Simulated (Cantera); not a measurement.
Feed: 1 mol SiCl₄, 1.2 mol HCl, 18 mol H₂, held at 100 Torr.

Cantera equilibrium calculation (NASA polynomials, part measured and part estimated; ideal gas, pure solids and liquids). Candidate condensed phases: Si; 19 gas species. The tables' values for SiCl₃ are old estimates; treat these amounts as uncertain. The numbers say what is thermodynamically allowed, not how fast it happens.

x: gas mole fraction; nothing condenses.

```tsv
T (K)	x H₂	x HCl	x SiCl₄	x SiCl₂	x SiHCl₃	x SiCl₃	x SiH₂Cl₂
598	0.891	0.0594	0.0495	<1e-12	1.95e-5	1.67e-10	3.81e-10
698	0.891	0.0596	0.0494	5.23e-12	0.000146	2.77e-8	2.82e-8
798	0.890	0.0600	0.0489	(withheld)	(withheld)	1.23e-6	(withheld)
898	0.889	0.0614	0.0476	(withheld)	(withheld)	2.24e-5	(withheld)
998	0.886	0.0641	0.0449	2.46e-5	0.00431	0.000212	4.45e-5
1098	0.881	0.0693	0.0402	0.000493	0.00744	0.00119	0.000165
1198	0.870	0.0811	0.0316	0.00420	0.00912	0.00388	0.000344
1298	0.848	0.103	0.0191	0.0150	0.00711	0.00694	0.000371
1398	0.826	0.126	0.00802	0.0286	0.00368	0.00733	0.000254
1498	0.812	0.140	0.00248	0.0379	0.00148	0.00543	0.000140
```

Fill in the missing entries.


- 898, x SiCl₂: 5.13e-7
- 898, x SiHCl₃: 0.00192
- 898, x SiH₂Cl₂: 7.32e-6
- 798, x SiCl₂: 3.52e-9
- 798, x SiHCl₃: 0.000638
- 798, x SiH₂Cl₂: 6.71e-7
